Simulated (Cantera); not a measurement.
A Cantera script and what it prints.

```python
import numpy as np
import cantera as ct

gas_names = [...]  # 95 gases of nasa_gas.yaml made of C, F, H
cond_names = """
    C(gr) C6H6(L) C7H8(L) C8H18(L),n-octa
""".split()


# ... load() reads the species with a 1 bar reference pressure and builds the phases ...
atoms = {
    'CF4': {'C': 1, 'F': 4},
    'CH4': {'C': 1, 'H': 4},
    'H2': {'H': 2},
}
top_T = {'C(gr)': 4500}  # K; cautious upper limits of use, not melting points


# ... equilibrate(T, P, feed) seeds the gas with the atoms and calls Mixture.equilibrate('TP', solver="vcs", rtol=1e-11, max_steps=5000) ...
results = []
feed = {'CF4': 1, 'CH4': 0.9, 'H2': 0.7}  # mol
T = 2123  # K
for P in [1, 5.2, 27, 140, 720, 3700, 19000, 100000]:
    mix = equilibrate(T, P, feed)
    results.append((T, P, feed, dict(zip(mix.species_names, mix.species_moles))))

top = {s: max(r[3][s] / sum(r[3][g] for g in gas_names) for r in results) for s in gas_names}
cols = sorted((s for s in top if top[s] > 1e-06), key=lambda s: -top[s])[:5]
seen = [c for c in cond_names if any(r[3].get(c, 0) > 1e-12 for r in results)]
print("log10 of partial pressures in bar; condensed amounts in mol")
print(f"{'P/Pa':>10s}" + "".join(f"{s[:9]:>10s}" for s in cols + seen))
for T, P, feed, n in results:
    ng = sum(n[g] for g in gas_names)
    print(f"{P:10.4g}" + "".join(f"{np.log10(max(n[s] / ng * P / 1e5, 1e-99)):10.3f}" for s in cols)
          + "".join(f"{n.get(c, 0):10.4g}" for c in seen))
```

It prints:

```
log10 of partial pressures in bar; condensed amounts in mol
      P/Pa        HF         H        H2         F C2H2,acet     C(gr)
         1    -5.092    -5.782    -6.674    -7.382    -9.455     1.898
       5.2    -4.361    -5.238    -5.586    -7.195    -8.367     1.899
        27    -3.634    -4.785    -4.680    -6.920    -7.461     1.899
       140    -2.912    -4.384    -3.878    -6.599    -6.659     1.899
       720    -2.197    -4.009    -3.128    -6.260    -5.909     1.898
      3700    -1.484    -3.645    -2.400    -5.911    -5.181     1.898
   1.9e+04    -0.773    -3.286    -1.682    -5.559    -4.463     1.898
     1e+05    -0.051    -2.924    -0.958    -5.199    -3.738     1.898
```

These are equilibrium values from Cantera (NASA tables, ideal gas, pure condensed phases), not measurements of a reactor.
